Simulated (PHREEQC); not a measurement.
Consider water at 25 °C with 2.2 mol LiBr, 0.57 mol SrCl2 and 8.8e-05 mol H4SiO4 per kg of water. Closed to the air; pH follows from the charge balance.

All values are PHREEQC results (Pitzer model, pitzer.dat), not measurements.

The ionic strength comes out as 3.91 mol/kgw. What activity coefficients do Cl-, Li+, Sr+2, Br- get?

Cl- 0.58, Li+ 2.7, Sr+2 1.2, Br- 0.68. Single-ion values are on the MacInnes scale.

This is a speciation only: nothing precipitates in the calculation. In brines, pH and single-ion activities rest on the MacInnes convention.
